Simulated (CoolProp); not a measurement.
Cyclopentane along the isotherm 550 K: Z from the reference equation and from simpler models built on Tc = 511.7 K, pc = 4583 kPa, ω = 0.202; each cubic takes its own stable root.

Computed with CoolProp (reference Helmholtz-energy equation of state, Gedanitz 2015).

```
p (kPa)          phase  reference  van der Waals  Soave-Redlich-Kwong  Peng-Robinson
-------  -------------  ---------  -------------  -------------------  -------------
4580               gas     0.6587         0.6614               0.6735         0.6450
9170     supercritical     0.3627         0.4488               0.4220         0.3879
13700    supercritical     0.4565         0.5885               0.5088         0.4623
18300    supercritical     0.5679         0.7344               0.6138         0.5557
22900    supercritical     0.6791         0.8782               0.7193         0.6500
27500    supercritical     0.7886          1.020               0.8232         0.7432
32100    supercritical     0.8963          1.159               0.9253         0.8350
36700    supercritical      1.002          1.296                1.026         0.9255
41200    supercritical      1.104          1.429                1.123          1.013
45800    supercritical      1.207          1.563                1.221          1.101
```
